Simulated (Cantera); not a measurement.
A Cantera script and its output.

```python
import numpy as np
import cantera as ct

gas = ct.Solution("gri30.yaml")
gas.TPX = 1050, 130000, {'CH4': 1, 'C2H6': 0.079, 'O2': 1.9, 'N2': 7.13, 'CO2': 0.51}
reactor = ct.IdealGasConstPressureReactor(gas, energy="on", clone=False)
net = ct.ReactorNet([reactor])
net.rtol, net.atol = 1e-08, 1e-16
show = ['CH4', 'C2H6', 'O2', 'C2H2', 'O', 'NO2', 'N2O']
times = np.geomspace(5e-06, 8, 11)

steps = ct.SolutionArray(gas, extra=["t"])
rows = []
print(f"{'t/s':>10s}{'T/K':>9s}{'P/Pa':>11s}" + "".join(f"{s:>11s}" for s in show))
for t in times:
    while net.time < t:
        t_next = net.step()
        steps.append(gas.state, t=t_next)
    rows.append([np.interp(t, steps.t, y) for y in (steps.T, steps.P, *steps(*show).X.T)])
    print(f"{t:10.3e}{rows[-1][0]:9.1f}{rows[-1][1]:11.4g}" + "".join(f"{x:11.3e}" for x in rows[-1][2:]))
rate = np.gradient(steps.T, steps.t)
print("integrator steps:", len(steps.t))
if steps.T.max() > steps.T[0] + 200:
    print(f"time of steepest temperature rise: {steps.t[rate.argmax()]:.4e} s")
gas.TPX = 1050, 130000, {'CH4': 1, 'C2H6': 0.079, 'O2': 1.9, 'N2': 7.13, 'CO2': 0.51}
gas.equilibrate("HP")
print(f"equilibrium (HP): T = {gas.T:.1f} K  " + "  ".join(f"{s} {gas[s].X[0]:.3e}" for s in show))
```

Result:

```
       t/s      T/K       P/Pa        CH4       C2H6         O2       C2H2          O        NO2        N2O
 5.000e-06   1050.0    1.3e+05  9.417e-02  7.439e-03  1.789e-01  1.417e-22  4.456e-14  4.148e-34  8.874e-19
 2.086e-05   1050.0    1.3e+05  9.417e-02  7.439e-03  1.789e-01  1.707e-20  1.616e-13  1.213e-31  8.228e-18
 8.706e-05   1050.0    1.3e+05  9.417e-02  7.439e-03  1.789e-01  1.657e-18  6.389e-13  3.788e-29  1.198e-16
 3.633e-04   1050.0    1.3e+05  9.417e-02  7.439e-03  1.789e-01  1.639e-16  2.456e-12  1.425e-26  2.436e-15
 1.516e-03   1050.0    1.3e+05  9.417e-02  7.439e-03  1.789e-01  1.829e-14  8.881e-12  6.660e-24  6.739e-14
 6.325e-03   1050.0    1.3e+05  9.417e-02  7.437e-03  1.789e-01  3.323e-12  7.847e-11  5.953e-21  2.114e-12
 2.639e-02   1052.4    1.3e+05  9.373e-02  7.255e-03  1.785e-01  2.274e-08  4.593e-09  5.333e-16  8.556e-11
 1.101e-01   2509.5    1.3e+05  1.036e-14  2.100e-28  2.741e-03  6.972e-18  7.012e-04  2.762e-07  1.376e-07
 4.595e-01   2509.5    1.3e+05  1.036e-14  2.101e-28  2.741e-03  6.972e-18  7.012e-04  2.762e-07  1.376e-07
 1.917e+00   2509.5    1.3e+05  1.036e-14  2.101e-28  2.741e-03  6.972e-18  7.012e-04  2.762e-07  1.376e-07
 8.000e+00   2509.5    1.3e+05  1.036e-14  2.101e-28  2.741e-03  6.972e-18  7.012e-04  2.762e-07  1.376e-07
integrator steps: 2380
time of steepest temperature rise: 4.8657e-02 s
equilibrium (HP): T = 2509.5 K  CH4 1.258e-14  C2H6 2.861e-28  O2 2.741e-03  C2H2 7.521e-18  O 7.012e-04  NO2 2.762e-07  N2O 1.376e-07
```

Computed with Cantera and GRI-Mech 3.0 (53 species, 325 reactions).
